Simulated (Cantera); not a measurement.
A Cantera script and what it prints.

```python
import numpy as np
import cantera as ct

gas_names = """
    C CN CO CO2 C2 CCN CNC C2N2 C2O C3 C3O2 C4 C4N2 C5 N NCO NO NO2 NO3 N2 N2O O O2 O3 Pb PbO Pb2
""".split()
cond_names = """
    C(gr) Pb(cr) Pb(L) PbO(rd) PbO(yw) PbO(L) PbO2(s) Pb3O4(s)
""".split()


# ... load() reads the species with a 1 bar reference pressure and builds the phases ...
atoms = {
    'Pb': {'Pb': 1},
    'CO': {'C': 1, 'O': 1},
    'N2': {'N': 2},
}
top_T = {'C(gr)': 4500, 'Pb3O4(s)': 820}  # K; cautious upper limits of use, not melting points


# ... equilibrate(T, P, feed) seeds the gas with the atoms and calls Mixture.equilibrate('TP', solver="vcs", rtol=1e-11, max_steps=5000) ...
results = []
T = 1198  # K
P = 133.322  # Pa
for m in [0.87, 1.3, 1.9, 2.8, 4.2, 6.1, 9.1, 13]:
    feed = {'Pb': 1, 'CO': 0.56, 'N2': m}  # mol
    mix = equilibrate(T, P, feed)
    results.append((T, P, feed, dict(zip(mix.species_names, mix.species_moles))))

top = {s: max(r[3][s] / sum(r[3][g] for g in gas_names) for r in results) for s in gas_names}
cols = sorted((s for s in top if top[s] > 0.0001), key=lambda s: -top[s])[:7]
seen = [c for c in cond_names if any(r[3].get(c, 0) > 1e-12 for r in results)]
print("log10 of partial pressures in bar; condensed amounts in mol")
print(f"{'n(N2)':>10s}" + "".join(f"{s[:9]:>10s}" for s in cols + seen))
for T, P, feed, n in results:
    ng = sum(n[g] for g in gas_names)
    print(f"{feed['N2']:10.4g}" + "".join(f"{np.log10(max(n[s] / ng * P / 1e5, 1e-99)):10.3f}" for s in cols)
          + "".join(f"{n.get(c, 0):10.4g}" for c in seen))
```

Output:

```
log10 of partial pressures in bar; condensed amounts in mol
     n(N2)        N2        Pb        CO     C(gr)
      0.87    -3.321    -3.261    -3.513 3.345e-06
       1.3    -3.218    -3.331    -3.583 2.842e-06
       1.9    -3.135    -3.414    -3.666 2.349e-06
       2.8    -3.067    -3.515    -3.766 1.864e-06
       4.2    -3.012    -3.636    -3.887 1.411e-06
       6.1    -2.974    -3.759    -4.011 1.061e-06
       9.1    -2.944    -3.903    -4.155 7.624e-07
        13    -2.924    -4.038    -4.290 5.581e-07
```

Method: chemical equilibrium by Gibbs-energy minimisation in Cantera with the NASA 1993 tables (ideal gas, pure condensed phases).
